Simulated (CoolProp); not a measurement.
The numbers come from the reference Helmholtz-energy equation of state, Lemmon 2006 in CoolProp. It is a short technical equation, of lower accuracy than the large ones.

### Question
For CH3F (R41), give the phase and the density (kg/m³), cp (kJ/(kg K)), cv (kJ/(kg K)), fugacity coefficient at -81.75 °C and 4.92 MPa; -81.75 °C and 22.1 MPa.

### Answer
- -81.75 °C and 4.92 MPa: liquid; density 894, cp 2.05, cv 1.28, fugacity coefficient 0.0184
- -81.75 °C and 22.1 MPa: liquid; density 914, cp 2.00, cv 1.29, fugacity coefficient 0.00615
